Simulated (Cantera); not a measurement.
A freely propagating, adiabatic, planar premixed flame of CH3OH : O2 : N2 : CO2 = 1 : 1 : 3.76 : 0.15 (molar parts), unburnt at 625 K and 0.980 bar; mixture-averaged transport, grid criteria slope 0.08 and curve 0.16, no radiation.

Model: GRI-Mech 3.0 (53 species, 325 reactions), integrated in Cantera. GRI-Mech 3.0 was tuned for natural gas; its chemistry of methanol as a main component is partial and can be far from experiment. Burning velocities carry a grid error of a few per cent, more on coarse grids.

x: mole fraction of selected species; z is measured from the peak of heat release.

```json
[
 {"z (mm)": "-0.716", "T (K)": "625", "u (m/s)": "1.44", "x CH3OH": "0.168", "x O2": "0.168", "x CO2": "0.0252", "x HCO": "<1e-8", "x CH4": "1.88e-7", "x H": "<1e-8"},
 {"z (mm)": "-0.478", "T (K)": "629", "u (m/s)": "1.47", "x CH3OH": "0.167", "x O2": "0.166", "x CO2": "0.0250", "x HCO": "<1e-8", "x CH4": "1.98e-6", "x H": "<1e-8"},
 {"z (mm)": "-0.358", "T (K)": "643", "u (m/s)": "1.51", "x CH3OH": "0.164", "x O2": "0.164", "x CO2": "0.0248", "x HCO": "<1e-8", "x CH4": "7.67e-6", "x H": "<1e-8"},
 {"z (mm)": "-0.239", "T (K)": "717", "u (m/s)": "1.72", "x CH3OH": "0.156", "x O2": "0.155", "x CO2": "0.0246", "x HCO": "<1e-8", "x CH4": "3.65e-5", "x H": "<1e-8"},
 {"z (mm)": "-0.119", "T (K)": "1042", "u (m/s)": "2.62", "x CH3OH": "0.116", "x O2": "0.122", "x CO2": "0.0261", "x HCO": "3.45e-7", "x CH4": "0.000168", "x H": "3.35e-6"},
 {"z (mm)": "-0.0597", "T (K)": "1373", "u (m/s)": "3.60", "x CH3OH": "0.0654", "x O2": "0.0874", "x CO2": "0.0299", "x HCO": "4.85e-5", "x CH4": "0.000317", "x H": "0.000146"},
 {"z (mm)": "0", "T (K)": "1713", "u (m/s)": "4.68", "x CH3OH": "0.0122", "x O2": "0.0512", "x CO2": "0.0368", "x HCO": "0.000429", "x CH4": "0.000453", "x H": "0.00239"},
 {"z (mm)": "0.0597", "T (K)": "1848", "u (m/s)": "5.11", "x CH3OH": "0.000326", "x O2": "0.0288", "x CO2": "0.0453", "x HCO": "0.000101", "x CH4": "0.000250", "x H": "0.00874"},
 {"z (mm)": "0.119", "T (K)": "1887", "u (m/s)": "5.21", "x CH3OH": "[?]", "x O2": "[?]", "x CO2": "[?]", "x HCO": "[?]", "x CH4": "[?]", "x H": "[?]"},
 {"z (mm)": "0.239", "T (K)": "1926", "u (m/s)": "5.29", "x CH3OH": "<1e-8", "x O2": "0.00515", "x CO2": "0.0654", "x HCO": "5.00e-7", "x CH4": "1.82e-6", "x H": "0.0168"},
 {"z (mm)": "0.478", "T (K)": "1967", "u (m/s)": "5.37", "x CH3OH": "<1e-8", "x O2": "[?]", "x CO2": "0.0738", "x HCO": "[?]", "x CH4": "<1e-8", "x H": "0.0157"},
 {"z (mm)": "0.955", "T (K)": "2012", "u (m/s)": "5.47", "x CH3OH": "<1e-8", "x O2": "0.00146", "x CO2": "0.0760", "x HCO": "2.81e-7", "x CH4": "<1e-8", "x H": "0.0126"},
 {"z (mm)": "1.91", "T (K)": "2058", "u (m/s)": "5.58", "x CH3OH": "<1e-8", "x O2": "0.000818", "x CO2": "0.0757", "x HCO": "1.98e-7", "x CH4": "<1e-8", "x H": "0.00889"}
]
```

Problem. Some entries are withheld; supply them.

Solution. 
- 0.119, x CH3OH: 2.21e-6
- 0.119, x O2: 0.0151
- 0.119, x CO2: 0.0537
- 0.119, x HCO: 3.93e-6
- 0.119, x CH4: 5.90e-5
- 0.119, x H: 0.0138
- 0.478, x O2: 0.00230
- 0.478, x HCO: 3.64e-7
